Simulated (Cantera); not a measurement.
Source: NASA polynomial tables (part measured, part estimated), evaluated in Cantera. Values are per mole of reaction as written; species without (g) are pure solids or liquids, kept so even where they would boil at 1 bar.

Q: Between 2025 and 2125 K, where is each reaction favourable under standard conditions?
- Na(g) + HCl(g) = H(g) + NaCl

A: 
- Na(g) + HCl(g) = H(g) + NaCl: ΔG° is 20 kJ at 2025 K and 27 kJ at 2125 K; it stays positive (K < 1). ΔH° is -124 kJ and ΔS° -71 J/K at 2125 K.
